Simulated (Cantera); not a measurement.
A closed system holds: 1 mol Si, 0.0031 mol O₂, 40 mol H₂, equilibrated at 72.0 Pa.

Cantera equilibrium calculation (NASA polynomials, part measured and part estimated; ideal gas, pure solids and liquids). Candidate condensed phases: H₂O, Si, SiO₂; 18 gas species. Gases not in the tables: Si₂H₆ and higher silanes. The numbers say what is thermodynamically allowed, not how fast it happens.

x: gas mole fraction; n: condensed amount in mol.

```json
[
 {"T (°C)": "1152", "x H₂": "1.000", "x H": "0.000254", "x Si": "2.24e-6", "x SiH": "2.67e-7", "x Si₂": "___", "n Si(s)": "0.994", "n Si(l)": "0"},
 {"T (°C)": "1202", "x H₂": "0.999", "x H": "0.000483", "x Si": "7.99e-6", "x SiH": "7.64e-7", "x Si₂": "___", "n Si(s)": "0.993", "n Si(l)": "0"},
 {"T (°C)": "1252", "x H₂": "0.999", "x H": "0.000881", "x Si": "2.62e-5", "x SiH": "2.04e-6", "x Si₂": "___", "n Si(s)": "0.993", "n Si(l)": "0"},
 {"T (°C)": "1302", "x H₂": "0.998", "x H": "0.00155", "x Si": "7.97e-5", "x SiH": "5.11e-6", "x Si₂": "___", "n Si(s)": "0.990", "n Si(l)": "0"},
 {"T (°C)": "1352", "x H₂": "0.997", "x H": "0.00263", "x Si": "0.000226", "x SiH": "1.21e-5", "x Si₂": "___", "n Si(s)": "0.984", "n Si(l)": "0"},
 {"T (°C)": "1402", "x H₂": "0.995", "x H": "0.00432", "x Si": "0.000603", "x SiH": "2.71e-5", "x Si₂": "___", "n Si(s)": "0.968", "n Si(l)": "0"},
 {"T (°C)": "1452", "x H₂": "0.991", "x H": "0.00689", "x Si": "0.00141", "x SiH": "5.38e-5", "x Si₂": "___", "n Si(s)": "0", "n Si(l)": "0.934"},
 {"T (°C)": "1502", "x H₂": "0.986", "x H": "0.0107", "x Si": "0.00305", "x SiH": "9.97e-5", "x Si₂": "___", "n Si(s)": "0", "n Si(l)": "0.864"},
 {"T (°C)": "1552", "x H₂": "0.977", "x H": "0.0162", "x Si": "0.00632", "x SiH": "0.000178", "x Si₂": "___", "n Si(s)": "0", "n Si(l)": "0.724"},
 {"T (°C)": "1602", "x H₂": "0.963", "x H": "0.0240", "x Si": "0.0126", "x SiH": "0.000307", "x Si₂": "___", "n Si(s)": "0", "n Si(l)": "0.453"},
 {"T (°C)": "1652", "x H₂": "0.942", "x H": "0.0346", "x Si": "0.0228", "x SiH": "0.000483", "x Si₂": "___", "n Si(s)": "0", "n Si(l)": "0"},
 {"T (°C)": "1702", "x H₂": "0.927", "x H": "0.0491", "x Si": "0.0229", "x SiH": "0.000426", "x Si₂": "___", "n Si(s)": "0", "n Si(l)": "0"},
 {"T (°C)": "1752", "x H₂": "0.908", "x H": "0.0684", "x Si": "0.0229", "x SiH": "0.000374", "x Si₂": "___", "n Si(s)": "0", "n Si(l)": "0"},
 {"T (°C)": "1802", "x H₂": "0.883", "x H": "0.0933", "x Si": "0.0227", "x SiH": "0.000327", "x Si₂": "___", "n Si(s)": "0", "n Si(l)": "0"}
]
```

**Question.** What belongs in the gaps?

**Answer.** 
- 1152, x Si₂: 1.63e-9
- 1202, x Si₂: 8.52e-9
- 1252, x Si₂: 4.00e-8
- 1302, x Si₂: 1.70e-7
- 1352, x Si₂: 6.57e-7
- 1402, x Si₂: 2.35e-6
- 1452, x Si₂: 6.72e-6
- 1502, x Si₂: 1.71e-5
- 1552, x Si₂: 4.11e-5
- 1602, x Si₂: 9.44e-5
- 1652, x Si₂: 0.000185
- 1702, x Si₂: 0.000114
- 1752, x Si₂: 7.11e-5
- 1802, x Si₂: 4.48e-5
